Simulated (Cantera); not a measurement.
## NO annealing gas

A perfectly stirred reactor is fed with NO : N₂ = 1 : 0.71 (molar parts), at 0.0132 atm; it is held at 1975 K, and followed from long to short residence time.

Detailed kinetics in Cantera: GRI-Mech 3.0 (53 species, 325 reactions). Radical loss at walls, strong at low pressure, is not modelled.

| τ (s) | x NO | x N₂ | x N₂O | x O₂ | x O | x NO₂ |
|---|---|---|---|---|---|---|
| 1.5 | 0.549 | 0.433 | 9.53e-5 | 0.0175 | 0.000886 | 3.15e-5 |
| 0.52 | 0.574 | 0.420 | 0.000109 | 0.00509 | 0.000663 | 2.07e-5 |
| 0.18 | 0.581 | 0.417 | 0.000108 | 0.00133 | 0.000492 | 1.50e-5 |
| 0.059 | 0.584 | 0.415 | 9.02e-5 | 0.000232 | 0.000281 | 9.64e-6 |
| 0.020 | 0.585 | 0.415 | 5.55e-5 | 2.61e-5 | 0.000108 | 3.97e-6 |
| 0.0068 | 0.585 | 0.415 | 2.51e-5 | 2.49e-6 | 3.36e-5 | 9.53e-7 |
| 0.0023 | 0.585 | 0.415 | 9.52e-6 | 2.57e-7 | 1.06e-5 | 1.61e-7 |
| 0.00078 | 0.585 | 0.415 | 3.36e-6 | 2.85e-8 | 3.49e-6 | 2.22e-8 |
| 0.00026 | 0.585 | 0.415 | 1.14e-6 | 3.13e-9 | 1.15e-6 | 2.64e-9 |
x: mole fraction; the columns are a selection and need not sum to one.
